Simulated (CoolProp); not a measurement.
R115 along the isotherm 383.1 K: fugacity coefficient from the reference equation and from simpler models built on Tc = 353.1 K, pc = 3.129 MPa, ω = 0.248; each cubic takes its own stable root.

Computed with CoolProp (reference Helmholtz-energy equation of state, Lemmon 2016).

```tsv
p (MPa)	phase	reference
0.112	gas	0.9911
0.224	gas	0.9823
0.335	gas	0.9735
0.447	gas	0.9647
0.559	gas	0.9559
0.671	gas	0.9471
0.782	gas	0.9384
0.894	gas	0.9297
1.01	gas	0.9206
1.12	gas	0.9120
1.23	gas	0.9035
1.34	gas	0.8950
1.45	gas	0.8864
1.56	gas	0.8779
```

### Question
How far does each simpler model (van der Waals, Soave-Redlich-Kwong, Peng-Robinson) lie from the reference over these 14 states: mean and median of the absolute difference, and the worst?

### Answer
- van der Waals: mean 0.1 %, median 0.1 %, worst +0.2 % at 383.1 K and 1.56 MPa
- Soave-Redlich-Kwong: mean 0.2 %, median 0.2 %, worst -0.3 % at 383.1 K and 1.56 MPa
- Peng-Robinson: mean 1.1 %, median 1.1 %, worst -2.0 % at 383.1 K and 1.56 MPa
